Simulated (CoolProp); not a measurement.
The numbers come from the reference Helmholtz-energy equation of state, Younglove 1994 in CoolProp. It is a modified Benedict-Webb-Rubin equation, recast in Helmholtz form.

Q: For R123, give the phase and the viscosity (µPa s) at 500 K and 37.4 kPa; 500 K and 2550 kPa; 500 K and 3740 kPa.

A: 
- 500 K and 37.4 kPa: gas; viscosity 17.2
- 500 K and 2550 kPa: gas; viscosity 18.8
- 500 K and 3740 kPa: supercritical; viscosity 21.5

Viscosity comes from a separate model (Tanaka 1996).
